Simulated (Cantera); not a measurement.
An isothermal, constant-pressure homogeneous reactor starts with CH₄ : N₂ = 1 : 15 (molar parts), at 1950 K and 0.000440 bar. Integrator tolerance rtol = 1e-08.

Detailed kinetics in Cantera: GRI-Mech 3.0 (53 species, 325 reactions). GRI-Mech 3.0 stops at C3 and has no aromatics, soot or wall deposition, so with more carbon than oxygen in the feed, carbon stays in small species such as C2H2 where larger ones or solid carbon would form. Radical loss at walls, strong at low pressure, is not modelled.

Q: What does this change do: CH4 1 to 0.4 parts?

A: 
```csv
quantity,before,after
x(CH₄) at 60.0 s,3.21e-7 (gas-phase equilibrium 1.55e-8),4.88e-7 (gas-phase equilibrium 1.90e-9)
x(C₂H₂) at 60.0 s,0.0293 (gas-phase equilibrium 0.00572),0.0126 (gas-phase equilibrium 0.00122)
x(C₂H₆) at 60.0 s,<1e-12 (gas-phase equilibrium <1e-12),<1e-12 (gas-phase equilibrium <1e-12)
x(C₂H) at 60.0 s,1.88e-5 (gas-phase equilibrium 1.75e-5),6.75e-6 (gas-phase equilibrium 5.82e-6)
x(CH₂) at 60.0 s,1.34e-8 (gas-phase equilibrium 1.47e-8),1.42e-8 (gas-phase equilibrium 4.35e-9)
x(H) at 60.0 s,0.00354 (gas-phase equilibrium 0.0156),0.00128 (gas-phase equilibrium 0.00998)
x(HCN) at 60.0 s,0.000175 (gas-phase equilibrium 0.0467),0.000165 (gas-phase equilibrium 0.0226)
```
